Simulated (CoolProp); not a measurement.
Vapour-liquid equilibrium of benzene (1) + n-octane (2) at 495.3 K; x and y are mole fractions of (1).

Values from CoolProp's multi-fluid Helmholtz-energy mixture model, Thol 2012 and Beckmüller 2019; pair parameters Bell 2016.

```csv
x,"bubble pressure, mixture model (kPa)","bubble pressure, Raoult's law (kPa)","y, mixture model","y, Raoult's law"
0.05,878.3,879.8,(withheld),0.115
0.2,1062,1060,0.333,0.381
0.35,1249,1240,0.513,0.570
0.5,1435,1421,0.653,0.711
0.65,1615,1601,0.770,0.821
0.8,(withheld),1781,(withheld),0.908
0.95,1964,1961,0.969,0.979
```

Q: Complete the blanks.

A: 
- 0.05, y, mixture model: 0.096
- 0.8, bubble pressure, mixture model (kPa): 1791
- 0.8, y, mixture model: 0.872

The largest gap from Raoult's law is +1.0 % in bubble pressure, at x = 0.5. No azeotrope shows between x = 0.05 and 0.95.

The pair parameters rest on a limited set of measurements; away from them the model extrapolates.
